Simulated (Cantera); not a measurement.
A closed system holds: 1 mol Fe₂O₃, 0.062 mol SO₃, 1.7 mol H₂O, 0.29 mol SO₂, equilibrated at 75.0 mbar.

Method: chemical equilibrium by Gibbs-energy minimisation in Cantera with the NASA 1993 tables (ideal gas, pure condensed phases). Candidate condensed phases: Fe, FeO, Fe(OH)₂, Fe(OH)₃, FeS, FeSO₄, FeS₂, Fe₂O₃, Fe₂(SO₄)₃, Fe₃O₄, H₂O, H₂SO₄, S; 22 gas species. Mutual solubility and eutectic melting of coexisting phases are not modelled. Equilibrium is a limit: real reactors are often held back by kinetics, nucleation or transport.

x: gas mole fraction; n: condensed amount in mol.

| T (K) | x H₂O | x SO₂ | x O₂ | x SO₃ | n Fe₂O₃(s) | n Fe₃O₄(s) |
|---|---|---|---|---|---|---|
| 998 | 0.820 | 0.161 | 0.0107 | … | 1.00 | 0 |
| 1073 | 0.818 | 0.165 | 0.0128 | … | 1.00 | 0 |
| 1148 | 0.817 | 0.167 | 0.0138 | … | 1.00 | 0 |
| 1223 | 0.817 | 0.168 | 0.0143 | … | 1.00 | 0 |
| 1298 | 0.816 | 0.168 | 0.0145 | … | 1.00 | 0 |
| 1373 | 0.816 | 0.169 | 0.0147 | … | 1.00 | 0 |
| 1448 | 0.813 | 0.168 | 0.0184 | … | 0.952 | 0.0318 |
| 1523 | 0.756 | 0.156 | 0.0876 | … | 0 | 0.667 |
| 1598 | 0.755 | 0.156 | 0.0876 | … | 0 | 0.667 |
| 1673 | 0.755 | 0.156 | 0.0875 | … | 0 | 0.667 |
| 1748 | 0.754 | 0.156 | 0.0873 | … | 0 | 0.667 |

Q: What belongs in the gaps?

A: 
- 998, x SO₃: 0.00845
- 1073, x SO₃: 0.00417
- 1148, x SO₃: 0.00215
- 1223, x SO₃: 0.00118
- 1298, x SO₃: 0.000688
- 1373, x SO₃: 0.000425
- 1448, x SO₃: 0.000308
- 1523, x SO₃: 0.000421
- 1598, x SO₃: 0.000296
- 1673, x SO₃: 0.000215
- 1748, x SO₃: 0.000160
